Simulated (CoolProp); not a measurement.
A single-stage vapour-compression cycle with the fluid: evaporating at 317.15 K (dew point), condensing at 342.15 K (bubble point), superheat 10 K, subcooling 8 K, compressor efficiency 0.8, no pressure losses. The same conditions are run with several fluids, on thermodynamics alone (safety and materials aside).

Values from CoolProp's reference Helmholtz-energy equation of state of each fluid (n-pentane: Thol 2019; carbonyl sulfide: Lemmon 2006; R1336mzz(E): Akasaka 2023; isohexane: Lemmon 2006; neopentane: Lemmon 2006; the fluoroketone C6F12O (FK-5-1-12): McLinden 2015).

```json
[
 {"fluid": "n-pentane", "cooling COP": "9.80", "pressure ratio": "2.09", "discharge temperature (K)": "348.2", "refrigerating effect (kJ/kg)": "328", "volumetric capacity (kJ/m³)": "1200"},
 {"fluid": "carbonyl sulfide", "cooling COP": "8.58", "pressure ratio": "1.67", "discharge temperature (K)": "371.7", "refrigerating effect (kJ/kg)": "206", "volumetric capacity (kJ/m³)": "11300"},
 {"fluid": "R1336mzz(E)", "cooling COP": "9.48", "pressure ratio": "2.01", "discharge temperature (K)": "348.4", "refrigerating effect (kJ/kg)": "120", "volumetric capacity (kJ/m³)": "2930"},
 {"fluid": "isohexane", "cooling COP": "9.86", "pressure ratio": "2.27", "discharge temperature (K)": "346.2", "refrigerating effect (kJ/kg)": "312", "volumetric capacity (kJ/m³)": "597"},
 {"fluid": "neopentane", "cooling COP": "9.62", "pressure ratio": "1.90", "discharge temperature (K)": "346.2", "refrigerating effect (kJ/kg)": "264", "volumetric capacity (kJ/m³)": "2310"},
 {"fluid": "the fluoroketone C6F12O (FK-5-1-12)", "cooling COP": "9.61", "pressure ratio": "2.28", "discharge temperature (K)": "342.2", "refrigerating effect (kJ/kg)": "79.3", "volumetric capacity (kJ/m³)": "822"}
]
```

The compression ends wet for: the fluoroketone C6F12O (FK-5-1-12).
